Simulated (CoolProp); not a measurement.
The fluid at 298.15 K and 2.06 MPa is compressed adiabatically to 4.77 MPa with isentropic efficiency 0.9. The same conditions are run with several fluids, on thermodynamics alone (safety and materials aside).

Model: reference Helmholtz-energy equation of state of each fluid (C2F6 (R116): Lemmon 2006; ethane: Bücker 2006; carbon dioxide: Span 1996; CF4 (R14): Platzer 1990; CH3F (R41): Lemmon 2006), in CoolProp. The equations of Platzer and Polt are older, rougher fits.

```json
[
 {"fluid": "C2F6 (R116)", "work (kJ/kg)": "(withheld)", "final temperature (K)": "334.5", "final phase": "supercritical", "final density (kg/m³)": "394"},
 {"fluid": "ethane", "work (kJ/kg)": "65.8", "final temperature (K)": "352.1", "final phase": "gas", "final density (kg/m³)": "64.3"},
 {"fluid": "carbon dioxide", "work (kJ/kg)": "(withheld)", "final temperature (K)": "(withheld)", "final phase": "gas", "final density (kg/m³)": "(withheld)"},
 {"fluid": "CF4 (R14)", "work (kJ/kg)": "25.6", "final temperature (K)": "(withheld)", "final phase": "supercritical", "final density (kg/m³)": "(withheld)"},
 {"fluid": "CH3F (R41)", "work (kJ/kg)": "(withheld)", "final temperature (K)": "(withheld)", "final phase": "gas", "final density (kg/m³)": "67.6"}
]
```

Q: Fill in the missing entries.

A: 
- C2F6 (R116), work (kJ/kg): 11.7
- carbon dioxide, work (kJ/kg): 51.1
- carbon dioxide, final temperature (K): 367.6
- carbon dioxide, final density (kg/m³): 78.2
- CF4 (R14), final temperature (K): 342.2
- CF4 (R14), final density (kg/m³): 163
- CH3F (R41), work (kJ/kg): 59.7
- CH3F (R41), final temperature (K): 365.9
